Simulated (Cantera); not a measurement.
An isothermal, constant-pressure homogeneous reactor starts with 61.3 % CH4, 23.3 % CO2, 15.3 % H2, at 1598 K and 1.00 atm.

Cantera simulation using GRI-Mech 3.0 (53 species, 325 reactions); the numbers are that mechanism's predictions, not measurements. GRI-Mech 3.0 stops at C3 and has no aromatics, soot or wall deposition, so with more carbon than oxygen in the feed, carbon stays in small species such as C2H2 where larger ones or solid carbon would form.

x: mole fraction; the columns are a selection and need not sum to one.

| t (s) | x CH4 | x CO2 | x H2 | x H | x C2H2 |
|---|---|---|---|---|---|
| 6.00e-6 | 0.613 | 0.233 | 0.153 | 4.94e-7 | <1e-12 |
| 1.97e-5 | 0.613 | 0.233 | 0.153 | 1.27e-6 | 7.70e-11 |
| 6.45e-5 | 0.613 | 0.233 | 0.154 | 3.30e-6 | 1.27e-8 |
| 0.000212 | 0.612 | 0.233 | 0.154 | 5.50e-6 | 1.12e-6 |
| 0.000694 | 0.609 | 0.233 | 0.156 | … | … |
| 0.00228 | 0.593 | 0.230 | 0.166 | 9.79e-6 | 0.00125 |
| 0.00747 | 0.542 | 0.219 | 0.203 | 1.18e-5 | 0.0132 |
| 0.0245 | 0.421 | 0.184 | 0.289 | 1.63e-5 | 0.0523 |
| 0.0803 | … | … | … | … | … |
| 0.263 | 0.0966 | 0.0247 | 0.455 | 3.17e-5 | 0.148 |
| 0.864 | 0.0531 | 0.0116 | 0.510 | 3.79e-5 | 0.143 |
| 2.83 | 0.0482 | 0.00699 | 0.556 | 3.97e-5 | 0.114 |
| 9.30 | 0.0442 | 0.00180 | 0.594 | 4.10e-5 | 0.0887 |
| 30.5 | 0.0428 | 4.06e-5 | 0.606 | 4.14e-5 | 0.0811 |
| 100 | 0.0427 | 2.92e-7 | 0.606 | 4.14e-5 | 0.0810 |

### Question
Some entries are withheld; supply them.

### Answer

- 0.000694, x H: 7.73e-6
- 0.000694, x C2H2: 4.65e-5
- 0.0803, x CH4: 0.243
- 0.0803, x CO2: 0.108
- 0.0803, x H2: 0.389
- 0.0803, x H: 2.32e-5
- 0.0803, x C2H2: 0.108
